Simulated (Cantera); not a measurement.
## Hg + H₂ (iron carbonyl, mercury and lead vapours)

A closed system holds: 1 mol Hg, a varied amount of H₂, equilibrated at 502 °C and 1.60 bar.

Cantera equilibrium calculation (NASA polynomials, part measured and part estimated; ideal gas, pure solids and liquids). Candidate condensed phases: Hg; 3 gas species. The numbers say what is thermodynamically allowed, not how fast it happens.

From 0.099 mol H₂ to 8.8 mol H₂ nothing is condensed. The main Hg-bearing gas is Hg throughout.

| n(H₂) (mol) | log p Hg | log p H₂ |
|---|---|---|
| 0.099 | 0.16 | -0.84 |
| 0.19 | 0.13 | -0.59 |
| 0.36 | 0.07 | -0.37 |
| 0.68 | -0.02 | -0.19 |
| 1.3 | -0.16 | -0.04 |
| 2.5 | -0.34 | 0.06 |
| 4.7 | -0.55 | 0.12 |
| 8.8 | -0.79 | 0.16 |
log p: log10 of the partial pressure in bar; nothing condenses.
